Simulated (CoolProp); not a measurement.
Computed with CoolProp (reference Helmholtz-energy equation of state, Schmidt 1985). Above 300 K oxygen's equation is extrapolated.

For oxygen, give the phase and the cv (kJ/(kg K)), Joule-Thomson coefficient (K/MPa), viscosity (µPa s) at 480.7 K and 25.8 bar.


- 480.7 K and 25.8 bar: gas; cv 0.708, Joule-Thomson coefficient 0.805, viscosity 30.0

Viscosity comes from a separate model (Lemmon 2004).
